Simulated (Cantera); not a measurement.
An adiabatic, constant-volume homogeneous reactor starts with H2 : O2 : N2 : H2O = 1 : 1.61 : 6.06 : 0.011 (molar parts), equivalence ratio 0.31, at 1098 K and 1500 Torr.

Computed with Cantera and the H2/O2 subset of GRI-Mech 3.0, which has no nitrogen chemistry.

### Question
Predict: time of steepest temperature rise; temperature at 0.800 s; equilibrium temperature; x(H2) at 0.800 s; x(O2) at 0.800 s; x(OH) at 0.800 s; x(H2O2) at 0.800 s; x(O) at 0.800 s; x(H) at 0.800 s; x(HO2) at 0.800 s.

### Answer
```
Property                                                              Result
---------------------------------  -----------------------------------------
time of steepest temperature rise                                    71.1 µs
temperature at 0.800 s                                                2124 K
equilibrium temperature                                               2124 K
x(H2) at 0.800 s                   0.000122 (gas-phase equilibrium 0.000122)
x(O2) at 0.800 s                         0.135 (gas-phase equilibrium 0.135)
x(OH) at 0.800 s                     0.00260 (gas-phase equilibrium 0.00260)
x(H2O2) at 0.800 s                   2.34e-7 (gas-phase equilibrium 2.34e-7)
x(O) at 0.800 s                    0.000317 (gas-phase equilibrium 0.000317)
x(H) at 0.800 s                      2.10e-5 (gas-phase equilibrium 2.10e-5)
x(HO2) at 0.800 s                    4.97e-6 (gas-phase equilibrium 4.97e-6)
```
